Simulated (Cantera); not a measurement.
What does this Cantera script print?

```python
import numpy as np
import cantera as ct

surf = ct.Interface("ptcombust.yaml", "Pt_surf")
gas = surf.adjacent["gas"]
gas.TPX = 300, 11000, {'H2': 0.011, 'O2': 0.16, 'N2': 0.79}
jet = ct.ImpingingJet(gas=gas, width=0.027, surface=surf)
jet.inlet.mdot, jet.inlet.T, jet.inlet.X = 0.032, 300, {'H2': 0.011, 'O2': 0.16, 'N2': 0.79}
jet.set_refine_criteria(ratio=10, slope=0.2, curve=0.3)
show, cover = ['H2', 'O2', 'H2O', 'OH'], ["PT(S)", "H(S)", "O(S)", "OH(S)", "CO(S)", "C(S)"]

rows = []
print(f"{'Ts/K':>7s}" + "".join(f"{s:>11s}" for s in show + cover) + "   (gas at the wall, coverages)")
for i, Ts in enumerate([500, 550, 600, 650, 700]):
    jet.surface.T = Ts
    if i == 0:
        surf.TP = Ts, 11000
        surf.coverages = "PT(S):0.5, O(S):0.5"
        surf.advance_coverages(1.0)
        jet.set_initial_guess(products="inlet")
    jet.solve(loglevel=0, auto=(i == 0))
    rows.append([*(jet.X[gas.species_index(s), -1] for s in show), *surf[cover].coverages])
    print(f"{Ts:7g}" + "".join(f"{x:11.3e}" for x in rows[-1]))
```

Output:

```
   Ts/K         H2         O2        H2O         OH      PT(S)       H(S)       O(S)      OH(S)      CO(S)       C(S)   (gas at the wall, coverages)
    500  2.076e-03  1.565e-01  1.831e-02  1.367e-15  1.944e-02  3.731e-10  9.725e-01  8.046e-03 -6.452e-16  5.603e-28
    550  2.072e-03  1.566e-01  1.814e-02  5.150e-14  2.060e-02  3.408e-10  9.748e-01  4.598e-03  1.809e-20 -2.521e-28
    600  2.066e-03  1.566e-01  1.800e-02  1.049e-12  2.177e-02  3.791e-10  9.754e-01  2.870e-03  9.939e-17  3.695e-27
    650  2.015e-03  1.566e-01  1.797e-02  1.326e-11  2.354e-02  5.179e-10  9.745e-01  1.944e-03  2.033e-17  1.485e-26
    700  1.749e-03  1.564e-01  1.836e-02  1.128e-10  2.911e-02  9.544e-10  9.694e-01  1.505e-03  1.768e-21  1.330e-30
```

Detailed kinetics in Cantera: Deutschmann's 1995 Pt surface mechanism with GRI-Mech 3.0 gas chemistry. Catalytic surfaces can have several steady states; this one follows from the mechanism file's or the stated starting coverage.
